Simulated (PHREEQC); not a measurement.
Consider water at 25 °C with 0.0013 mol/kgw NH3, 3.4e-06 mol/kgw H4SiO4 and 0.045 mol/kgw KH2PO4. Closed to the air; pH follows from the charge balance.

Model: ion-association model, wateq4f.dat, run in PHREEQC.

```tsv
quantity	before	after
pH	5.42	6.27
ionic strength (mol/kgw)	0.0475	0.0634
HPO4-2 (mol/kgw)	0.00127	0.00802
KHPO4- (mol/kgw)	5.15e-5	0.000296
H3PO4 (mol/kgw)	1.99e-5	2.32e-6
NH3 (mol/kgw)	1.62e-7	1.12e-6
SI of Quartz (SiO2)	-1.48	-1.48
```

Name the change that produced these shifts.
A. 0.001 mol/kgw CsOH added
B. 0.0047 mol/kgw Cs2CO3 added
C. temperature from 25 to 20 °C
D. H4SiO4 from 3.4e-06 to 6.8e-07 mol/kgw

B, 0.0047 mol/kgw Cs2CO3 added

This is a speciation only: nothing precipitates in the calculation. H3PO4, which wateq4f.dat lacks, is added to it with the constant of phreeqc.dat.
